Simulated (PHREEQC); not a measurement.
A made-up water analysis in mmol/kgw, 45 °C, pH 6.65, pe 10.4:

```tsv
constituent	mmol/kgw
Na	1.88
K	0.098
Ca	2.89
Mg	0.985
Cl	4.11
S(6)	0.553
Alkalinity (meq/kgw)	4.61
Ni	0.00176
```

Valence states are taken as typed.

Equilibrium calculation in PHREEQC: ion-association model, wateq4f.dat.

```
Quantity                       Value
--------------------  --------------
ionic strength        0.0133 mol/kgw
charge-balance error          -0.5 %
```

| species | molality | activity | log γ |
|---|---|---|---|
| HCO3- | 0.00444 | 0.00395 | -0.051 |
| Cl- | 0.00411 | 0.00363 | -0.054 |
| Ca+2 | 0.00267 | 0.00168 | -0.203 |
| Na+ | 0.00187 | 0.00166 | -0.052 |
| CO2 | 0.00172 | 0.00172 | 0.001 |
| Mg+2 | 0.000897 | 0.000567 | -0.199 |
| SO4-2 | 0.000398 | 0.000248 | -0.205 |
| CaHCO3+ | 0.000116 | 0.000103 | -0.050 |
| CaSO4 | 9.85e-5 | 9.88e-5 | 0.001 |
| K+ | 9.78e-5 | 8.64e-5 | -0.054 |
| MgSO4 | 5.34e-5 | 5.35e-5 | 0.001 |
| MgHCO3+ | 3.36e-5 | 2.98e-5 | -0.053 |
| CaCO3 | 5.24e-6 | 5.26e-6 | 0.001 |
| NaHCO3 | 3.68e-6 | 3.69e-6 | 0.001 |

Precipitation was switched off in this run. Away from 25 °C the constants follow the database's enthalpies or fits; those with neither stay at their 25 °C values. The database's nickel carbonate constants are estimates that later reviews lower a good deal.
